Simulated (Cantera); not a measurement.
A freely propagating, adiabatic, planar premixed flame of H₂ : O₂ : N₂ = 1 : 0.505 : 2.12 (molar parts), unburnt at 625 K and 0.430 bar; multicomponent+Soret transport, grid criteria slope 0.08 and curve 0.16, no radiation.

Computed with Cantera and the H2/O2 subset of GRI-Mech 3.0, which has no nitrogen chemistry. Burning velocities carry a grid error of a few per cent, more on coarse grids.

x: mole fraction of selected species; z is measured from the peak of heat release.

```json
[
 {"z (mm)": "-4.46", "T (K)": "625", "u (m/s)": "6.44", "x H₂": "0.276", "x O₂": "0.139", "x H₂O": "<1e-8", "x H": "<1e-8", "x H₂O₂": "<1e-8", "x OH": "<1e-8"},
 {"z (mm)": "-2.98", "T (K)": "625", "u (m/s)": "6.44", "x H₂": "0.276", "x O₂": "0.139", "x H₂O": "<1e-8", "x H": "<1e-8", "x H₂O₂": "<1e-8", "x OH": "<1e-8"},
 {"z (mm)": "-2.23", "T (K)": "625", "u (m/s)": "6.44", "x H₂": "0.276", "x O₂": "0.139", "x H₂O": "<1e-8", "x H": "<1e-8", "x H₂O₂": "<1e-8", "x OH": "<1e-8"},
 {"z (mm)": "-1.49", "T (K)": "625", "u (m/s)": "6.44", "x H₂": "0.276", "x O₂": "0.139", "x H₂O": "3.16e-8", "x H": "7.37e-8", "x H₂O₂": "<1e-8", "x OH": "<1e-8"},
 {"z (mm)": "-0.744", "T (K)": "632", "u (m/s)": "6.49", "x H₂": "0.272", "x O₂": "0.140", "x H₂O": "?", "x H": "?", "x H₂O₂": "?", "x OH": "?"},
 {"z (mm)": "-0.372", "T (K)": "763", "u (m/s)": "7.68", "x H₂": "0.244", "x O₂": "0.137", "x H₂O": "0.0124", "x H": "0.00536", "x H₂O₂": "3.75e-6", "x OH": "0.000444"},
 {"z (mm)": "0", "T (K)": "1165", "u (m/s)": "11.4", "x H₂": "0.136", "x O₂": "0.0961", "x H₂O": "0.0985", "x H": "0.0430", "x H₂O₂": "2.19e-6", "x OH": "0.00324"},
 {"z (mm)": "0.372", "T (K)": "1468", "u (m/s)": "14.2", "x H₂": "0.0524", "x O₂": "0.0411", "x H₂O": "0.194", "x H": "0.0660", "x H₂O₂": "1.86e-6", "x OH": "0.00902"},
 {"z (mm)": "0.744", "T (K)": "?", "u (m/s)": "15.4", "x H₂": "0.0437", "x O₂": "?", "x H₂O": "0.211", "x H": "?", "x H₂O₂": "?", "x OH": "?"},
 {"z (mm)": "1.49", "T (K)": "1754", "u (m/s)": "16.7", "x H₂": "0.0435", "x O₂": "0.0277", "x H₂O": "0.221", "x H": "0.0473", "x H₂O₂": "6.31e-7", "x OH": "0.0142"},
 {"z (mm)": "2.98", "T (K)": "1911", "u (m/s)": "18.0", "x H₂": "0.0421", "x O₂": "0.0240", "x H₂O": "0.232", "x H": "0.0347", "x H₂O₂": "3.33e-7", "x OH": "0.0161"},
 {"z (mm)": "5.95", "T (K)": "2065", "u (m/s)": "19.2", "x H₂": "0.0385", "x O₂": "0.0203", "x H₂O": "0.245", "x H": "0.0235", "x H₂O₂": "1.93e-7", "x OH": "0.0168"},
 {"z (mm)": "11.9", "T (K)": "2205", "u (m/s)": "20.3", "x H₂": "0.0331", "x O₂": "0.0166", "x H₂O": "0.259", "x H": "0.0147", "x H₂O₂": "1.30e-7", "x OH": "0.0161"}
]
```

Problem. Fill in the missing entries.

Solution. 
- -0.744, x H₂O: 0.000423
- -0.744, x H: 0.000166
- -0.744, x H₂O₂: 1.15e-6
- -0.744, x OH: 2.63e-5
- 0.744, T (K): 1604
- 0.744, x O₂: 0.0316
- 0.744, x H: 0.0596
- 0.744, x H₂O₂: 1.18e-6
- 0.744, x OH: 0.0118
